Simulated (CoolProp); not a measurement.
200 sccm (0 °C, 1 atm) of nitrogen bubbles through liquid tetrahydrofuran at 321.2 K and leaves saturated at a total pressure of 0.15 MPa (ideal gas phase). Each further row changes one setting.

Values from CoolProp's reference Helmholtz-energy equation of state, Fiedler 2023.

| case | vapour pressure (kPa) | mole fraction of vapour | delivery (mg/min) | delivery (sccm) | change of delivery for a bath 1 K warmer (%) |
|---|---|---|---|---|---|
| as stated | 54.6 | 0.364 | 369 | 115 | 6.0 |
| bath temperature 326.2 K | 65.5 | 0.436 | 498 | 155 | 6.6 |
| total pressure 0.3 MPa | 54.6 | 0.182 | 143 | 44.5 | 4.6 |
